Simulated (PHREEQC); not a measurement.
KOH is added in steps, without added water, to 1 kg of water holding 3.1 mmol/kgw HF and 6.7 mmol/kgw CuCl2, at 25 °C. Oxygen alone is held at its pressure in air (log pO2 = -0.68). The system is closed to CO2. Precipitation was switched off in this run.

Base run: PHREEQC, ion-association model, wateq4f.dat. Each further column changes one thing. The table gives Cu+2 (mol/kgw).

```json
[
 {"KOH added (mol)": "0", "base": "0.00648", "CuCl2 from 0.0067 to 0.00603 mol/kgw": "[?]", "diluted 100-fold with water": "6.69e-5", "solids may form": "0.00648"},
 {"KOH added (mol)": "0.00375", "base": "0.00577", "CuCl2 from 0.0067 to 0.00603 mol/kgw": "0.00514", "diluted 100-fold with water": "3.62e-14", "solids may form": "0.00591"},
 {"KOH added (mol)": "0.006562", "base": "0.00327", "CuCl2 from 0.0067 to 0.00603 mol/kgw": "0.00268", "diluted 100-fold with water": "[?]", "solids may form": "[?]"},
 {"KOH added (mol)": "0.01031", "base": "0.000775", "CuCl2 from 0.0067 to 0.00603 mol/kgw": "0.000502", "diluted 100-fold with water": "0", "solids may form": "[?]"},
 {"KOH added (mol)": "0.01312", "base": "0.000191", "CuCl2 from 0.0067 to 0.00603 mol/kgw": "[?]", "diluted 100-fold with water": "0", "solids may form": "1.51e-5"},
 {"KOH added (mol)": "0.01688", "base": "5.25e-10", "CuCl2 from 0.0067 to 0.00603 mol/kgw": "2.24e-11", "diluted 100-fold with water": "0", "solids may form": "6.60e-13"},
 {"KOH added (mol)": "0.01969", "base": "7.59e-12", "CuCl2 from 0.0067 to 0.00603 mol/kgw": "3.34e-12", "diluted 100-fold with water": "0", "solids may form": "0"},
 {"KOH added (mol)": "0.02344", "base": "1.68e-12", "CuCl2 from 0.0067 to 0.00603 mol/kgw": "[?]", "diluted 100-fold with water": "0", "solids may form": "0"},
 {"KOH added (mol)": "0.02625", "base": "8.72e-13", "CuCl2 from 0.0067 to 0.00603 mol/kgw": "[?]", "diluted 100-fold with water": "0", "solids may form": "0"},
 {"KOH added (mol)": "0.03", "base": "4.68e-13", "CuCl2 from 0.0067 to 0.00603 mol/kgw": "3.42e-13", "diluted 100-fold with water": "0", "solids may form": "0"}
]
```

What belongs in the gaps?


- 0, CuCl2 from 0.0067 to 0.00603 mol/kgw: 0.00584
- 0.006562, diluted 100-fold with water: 1.25e-14
- 0.006562, solids may form: 0.00413
- 0.01031, solids may form: 0.00177
- 0.01312, CuCl2 from 0.0067 to 0.00603 mol/kgw: 0.000100
- 0.02344, CuCl2 from 0.0067 to 0.00603 mol/kgw: 1.04e-12
- 0.02625, CuCl2 from 0.0067 to 0.00603 mol/kgw: 5.96e-13

In at least one series the solution becomes supersaturated in solids that the run did not let form, among them Cu(OH)2, Atacamite. The database's constant for dissolved Cu(OH)2 is higher than later reviews accept. Solids allowed in the column 'solids may form': Cu(OH)2, Atacamite, CuF2:2H2O.
